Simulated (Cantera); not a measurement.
An adiabatic, constant-pressure homogeneous reactor starts with CH4 : O2 : N2 = 1 : 1.05 : 3.96 (molar parts), at 1625 K and 9.87 atm.

Detailed kinetics in Cantera: GRI-Mech 3.0 (53 species, 325 reactions).

**Question.** Predict: time of steepest temperature rise; temperature at 8.00 s; equilibrium temperature; x(O2) at 8.00 s; x(CO2) at 8.00 s; x(NO) at 8.00 s.

**Answer.** 
| Item | Result |
|---|---|
| time of steepest temperature rise | 80.6 µs |
| temperature at 8.00 s | 2701 K |
| equilibrium temperature | 2701 K |
| x(O2) at 8.00 s | 1.97e-5 (gas-phase equilibrium 1.97e-5) |
| x(CO2) at 8.00 s | 0.0178 (gas-phase equilibrium 0.0178) |
| x(NO) at 8.00 s | 0.000263 (gas-phase equilibrium 0.000263) |
